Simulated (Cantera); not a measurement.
Input: 1 mol FeS, 2 mol SO₂, 7.2 mol H₂O, equilibrated at 2700 Torr.

These are equilibrium values from Cantera (NASA tables, ideal gas, pure condensed phases), not measurements of a reactor. Candidate condensed phases: Fe, FeO, Fe(OH)₂, Fe(OH)₃, FeS, FeSO₄, FeS₂, Fe₂O₃, Fe₂(SO₄)₃, Fe₃O₄, H₂O, H₂SO₄, S; 22 gas species. FeS: taken at fixed stoichiometry. Gases not in the tables: S₃ to S₇. The numbers say what is thermodynamically allowed, not how fast it happens.

### Question
Which condensed phases are stable at each of these points (T (K)): 675, 700, 725, 750, 775, 800, 825, 850, 875, 900, 925, 950, 975, 1000?

### Answer
```
T (K)             condensed phases  Fe condensed (%)
-----  ---------------------------  ----------------
675             FeS₂(s) + Fe₂O₃(s)             100.0
700             FeS₂(s) + Fe₂O₃(s)             100.0
725             FeS₂(s) + Fe₃O₄(s)             100.0
750             FeS₂(s) + Fe₃O₄(s)             100.0
775             FeS₂(s) + Fe₃O₄(s)             100.0
800             FeS₂(s) + Fe₃O₄(s)             100.0
825             FeS₂(s) + Fe₃O₄(s)             100.0
850             FeS₂(s) + Fe₃O₄(s)             100.0
875             FeS₂(s) + Fe₃O₄(s)             100.0
900    FeS(s) + FeS₂(s) + Fe₃O₄(s)             100.0
925              FeS(s) + Fe₃O₄(s)             100.0
950              FeS(s) + Fe₃O₄(s)             100.0
975              FeS(s) + Fe₃O₄(s)             100.0
1000             FeS(s) + Fe₃O₄(s)             100.0
```

From 675 K to 700 K the condensed part is FeS₂(s) + Fe₂O₃(s). From 725 K to 875 K the condensed part is FeS₂(s) + Fe₃O₄(s). At 900 K the condensed part is FeS(s) + FeS₂(s) + Fe₃O₄(s). From 925 K to 1000 K the condensed part is FeS(s) + Fe₃O₄(s).
